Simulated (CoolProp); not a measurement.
Vapour-liquid equilibrium of propylene (1) + R152A (2) at 219 kPa; x and y are mole fractions of (1).

Computed with CoolProp (multi-fluid Helmholtz-energy mixture model, Lemmon 2013 and Outcalt 1996; pair parameters Bell 2016).

```
x      bubble temperature (K)  y at the bubble point  dew temperature at overall composition x (K)  liquid density (mol/L)
-----  ----------------------  ---------------------  --------------------------------------------  ----------------------
0.05                    263.4                  0.194                                         266.9                   14.73
0.125                   258.0                  0.389                                    (withheld)                   14.73
0.2                     254.1                  0.511                                         263.2                   14.69
0.275                   251.3                  0.593                                         261.2                   14.62
0.35                    249.3                  0.649                                         259.1                   14.53
0.425                   247.9             (withheld)                                         256.9                   14.44
0.5                     246.8             (withheld)                                         254.5                   14.35
0.575                   245.9                  0.755                                         251.9                   14.26
0.65                    245.3                  0.783                                         249.3                   14.18
0.725                   244.7                  0.813                                         246.8                   14.11
0.8                     244.3                  0.847                                         244.9                   14.05
0.875                   244.0             (withheld)                                         244.0              (withheld)
0.95                    243.9                  0.948                                         243.9                   13.96
```

**Question.** Complete the blanks.

**Answer.** 
- 0.125, dew temperature at overall composition x (K): 265.1
- 0.425, y at the bubble point: 0.692
- 0.5, y at the bubble point: 0.726
- 0.875, y at the bubble point: 0.890
- 0.875, liquid density (mol/L): 14.00

y crosses x between x = 0.875 and 0.95: the model has an azeotrope there.

The pair parameters rest on a limited set of measurements; away from them the model extrapolates.
